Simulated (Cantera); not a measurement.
A Cantera script and what it prints.

```python
import numpy as np
import cantera as ct

gas_names = """
    F FO FO2 F2 F2O H HF HOF HO2 H2 H2F2 H2O H2O2 H3F3 H4F4 H5F5 H6F6 H7F7 O OH O2 O3 Si SiF SiF2 SiF3
    SiF4 SiH SiHF3 SiH2 SiH2F2 SiH3 SiH3F SiH4 SiO SiO2 Si2 Si3
""".split()
cond_names = """
    H2O(s) H2O(L) Si(cr) Si(L) SiO2(Lqz) SiO2(hqz) SiO2(L)
""".split()


def load(file, names, dense=False):
    # The tables refer to 1 bar. Condensed volumes are neglected.
    table = {s.name: s for s in ct.Species.list_from_file(file)}
    out = []
    for n in names:
        d = dict(table[n].input_data)
        d["thermo"] = dict(d["thermo"], **{"reference-pressure": 1e5})
        if dense:
            d["equation-of-state"] = {"model": "constant-volume", "density": "1e6 g/cm^3"}
        out.append(ct.Species.from_dict(d))
    return out


gas = ct.Solution(thermo="ideal-gas", species=load("nasa_gas.yaml", gas_names))
cond = {s.name: ct.Solution(thermo="fixed-stoichiometry", species=[s], name=s.name)
        for s in load("nasa_condensed.yaml", cond_names, dense=True)}
atoms = {
    'SiF4': {'Si': 1, 'F': 4},
    'H2O': {'H': 2, 'O': 1},
}
top_T = {}  # K; cautious upper limits of use, not melting points


def equilibrate(T, P, feed):
    n = {}
    for name, mol in feed.items():
        for a, k in atoms[name].items():
            n[a] = n.get(a, 0.0) + k * mol
    gas.TPX = T, P, n
    mass = sum(n.values()) * gas.mean_molecular_weight
    gas.equilibrate("TP")
    valid = [c for c in cond.values() if c.min_temp <= T <= top_T.get(c.name, c.max_temp)]
    mix = ct.Mixture([(gas, mass / gas.mean_molecular_weight)] + [(c, 0.0) for c in valid])
    mix.T, mix.P = T, P
    mix.equilibrate("TP", solver="vcs", rtol=1e-11, max_steps=5000)
    return mix


results = []
feed = {'SiF4': 1, 'H2O': 2.1}  # mol
T = 1923  # K
for P in [5, 26, 140, 710, 3700, 19000, 100000]:
    mix = equilibrate(T, P, feed)
    results.append((T, P, feed, dict(zip(mix.species_names, mix.species_moles))))

top = {s: max(r[3][s] / sum(r[3][g] for g in gas_names) for r in results) for s in gas_names}
cols = sorted((s for s in top if top[s] > 0.0001), key=lambda s: -top[s])[:6]
seen = [c for c in cond_names if any(r[3].get(c, 0) > 1e-12 for r in results)]
print("log10 of partial pressures in bar; condensed amounts in mol")
print(f"{'P/Pa':>10s}" + "".join(f"{s[:9]:>10s}" for s in cols + seen))
for T, P, feed, n in results:
    ng = sum(n[g] for g in gas_names)
    print(f"{P:10.4g}" + "".join(f"{np.log10(max(n[s] / ng * P / 1e5, 1e-99)):10.3f}" for s in cols)
          + "".join(f"{n.get(c, 0):10.4g}" for c in seen))
```

Output:

```
log10 of partial pressures in bar; condensed amounts in mol
      P/Pa        HF       H2O      SiF4       SiO        O2         O   SiO2(L)
         5    -4.358    -6.077    -7.392    -5.546    -5.887    -6.385    0.7314
        26    -3.609    -5.201    -6.147    -5.584    -5.811    -6.347    0.9445
       140    -2.877    -4.313    -4.997    -5.725    -5.530    -6.206    0.9636
       710    -2.182    -3.434    -3.971    -5.972    -5.036    -5.959    0.9373
      3700    -1.483    -2.533    -2.981    -6.262    -4.455    -5.669    0.8863
   1.9e+04    -0.803    -1.642    -2.039    -6.556    -3.867    -5.375    0.8112
     1e+05    -0.128    -0.752    -1.119    -6.851    -3.277    -5.080      0.71
```

Method: chemical equilibrium by Gibbs-energy minimisation in Cantera with the NASA 1993 tables (ideal gas, pure condensed phases). The tables' values for SiO2, SiF3, SiF2 are old estimates; treat these amounts as uncertain. The tables hold silica as quartz up to 1696 K and as liquid above; real silica turns to tridymite and cristobalite and melts near 1996 K. Gases not in the tables: Si(OH)4.
